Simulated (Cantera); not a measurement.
Cantera run, input and output.

```python
import numpy as np
import cantera as ct

gas = ct.Solution("gri30.yaml")
gas.TPX = 1950, 940000, {'CH4': 1, 'H2O': 0.38}
inlet = ct.Reservoir(gas, clone=True)

reactor = ct.IdealGasConstPressureReactor(gas, energy="off", clone=False)
exhaust = ct.Reservoir(gas, clone=True)
tau = [2.5, 0.6, 0.14, 0.035, 0.0084, 0.002, 0.00049][0]
for a, b in ((inlet, reactor), (reactor, exhaust)):
    ct.MassFlowController(a, b, mdot=lambda t: reactor.mass / tau)
net = ct.ReactorNet([reactor])
show = ['CH4', 'H2O', 'CH2O', 'CO2', 'CH2', 'C2H4']

rows = []
print(f"{'tau/s':>10s}{'T/K':>9s}" + "".join(f"{s:>11s}" for s in show))
for tau in [2.5, 0.6, 0.14, 0.035, 0.0084, 0.002, 0.00049]:
    net.initial_time = 0.0
    net.advance(30 * tau)
    before = gas.X
    net.advance(40 * tau)
    drift = np.max(np.abs(gas.X - before) / (gas.X + 1e-9))
    rows.append([gas.T, *gas[show].X, drift])
    print(f"{tau:10.3e}{gas.T:9.1f}" + "".join(f"{x:11.3e}" for x in gas[show].X))
```

It prints:

```
     tau/s      T/K        CH4        H2O       CH2O        CO2        CH2       C2H4
 2.500e+00   1950.0  3.654e-02  9.052e-04  4.001e-07  4.058e-05  1.804e-07  5.648e-03
 6.000e-01   1950.0  3.721e-02  3.621e-03  4.097e-07  1.600e-04  1.885e-07  5.717e-03
 1.400e-01   1950.0  3.980e-02  1.369e-02  4.538e-07  5.724e-04  2.198e-07  5.968e-03
 3.500e-02   1950.0  4.744e-02  3.964e-02  6.385e-07  1.409e-03  3.099e-07  6.562e-03
 8.400e-03   1950.0  6.714e-02  8.671e-02  1.374e-06  2.069e-03  5.131e-07  7.436e-03
 2.000e-03   1950.0  1.112e-01  1.391e-01  3.604e-06  1.509e-03  8.356e-07  8.159e-03
 4.900e-04   1950.0  1.953e-01  1.787e-01  8.693e-06  5.303e-04  1.263e-06  9.474e-03
```

Computed with Cantera and GRI-Mech 3.0 (53 species, 325 reactions). GRI-Mech 3.0 stops at C3 and has no aromatics, soot or wall deposition, so with more carbon than oxygen in the feed, carbon stays in small species such as C2H2 where larger ones or solid carbon would form.
